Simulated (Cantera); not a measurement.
Diamond growth

A diamond (100) surface in a fixed gas of H2 with x(CH4) = 0.01, x(H) = 0.00063, x(CH3) = 0.00054, 26.3 Torr; coverages are run to steady state.

Computed with Cantera and the Harris–Goodwin 1993 mechanism for the reconstructed diamond (100) surface.

```
T (K)  growth (µm/h)  θ c6HH   θ c6H*  θ c6*H   θ c6**    θ c6HM
-----  -------------  ------  -------  ------  -------  --------
900             2.95   0.384  0.00569   0.159  0.00190     0.361
950             3.97   0.402  0.00858   0.204  0.00317     0.293
1000            4.51   0.433   0.0128   0.262  0.00513     0.210
1050            3.88   0.471   0.0186   0.333  0.00799     0.116
1100            2.57   0.491   0.0250   0.396   0.0113    0.0480
1150            1.64   0.487   0.0308   0.437   0.0143    0.0167
1200            1.26   0.473   0.0359   0.459   0.0170   0.00558
1250            1.15   0.459   0.0405   0.472   0.0192   0.00188
1300            1.05   0.450   0.0447   0.478   0.0211  0.000647
1350           0.770   0.446   0.0486   0.479   0.0227  0.000227
1400           0.431   0.446   0.0521   0.476   0.0237   8.43e-5
```
θ: site fractions in the mechanism's names (c6HH fully hydrogenated, c6H* and c6*H radical sites, c6** diradical, c6HM methylated).
